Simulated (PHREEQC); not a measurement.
Make-up at 20 °C: 48 mmol/kgw KH2PO4 and 0.54 mmol/kgw H2SO4. Closed to the air; pH follows from the charge balance.

All values are PHREEQC results (ion-association model, phreeqc.dat), not measurements.

No solid was allowed to form.

**Question.** What pH, ionic strength, specific conductance does the model give?

**Answer.** pH 3.77; ionic strength 0.0486 mol/kgw; specific conductance 4000 µS/cm.

**Question.** In which forms is S present?

**Answer.** SO4-2 87 %, KSO4- 12 %, HSO4- 0.7 % of the S.
